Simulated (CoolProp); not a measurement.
Aqueous magnesium chloride as a coolant, 3 % by mass, freezing at -1.8 °C, 1 atm.

Values from CoolProp's Melinder's fits for secondary coolants.

```tsv
T (°C)	cp (kJ/(kg K))	density (kg/m³)	viscosity (mPa s)	conductivity (W/(m K))
6.3	4.004	1026	1.69	0.568
14.3	4.006	1024	1.34	0.582
22.4	[?]	1023	1.10	[?]
30.4	4.017	1020	0.925	0.608
38.4	4.023	1018	[?]	0.620
```

Q: Some entries are withheld; supply them.

A: 
- 22.4, cp (kJ/(kg K)): 4.011
- 22.4, conductivity (W/(m K)): 0.595
- 38.4, viscosity (mPa s): 0.788
